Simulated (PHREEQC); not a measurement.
0.5 mol of Anglesite (PbSO4) is brought to equilibrium with 1 kg of water, with rising amounts of H2SO4, at 20 °C. O2 is buffered at 0.21 atm. The system is closed to CO2. The run lets Anglesite, Pb(OH)2 precipitate or redissolve, and no other solid.

Computed with PHREEQC (ion-association model, phreeqc.dat).

Q: Predict pH, dissolved Pb (mol/kgw), Pb+2 (mol/kgw) at H2SO4 added (mol) = 0, 0.0417, 0.208.

A: 
```
H2SO4 added (mol)    pH  dissolved Pb (mol/kgw)  Pb+2 (mol/kgw)
-----------------  ----  ----------------------  --------------
0                  5.81                0.000147        0.000136
0.0417             1.33                 1.55e-5         6.45e-6
0.208              0.73                 1.57e-5         6.42e-6
```
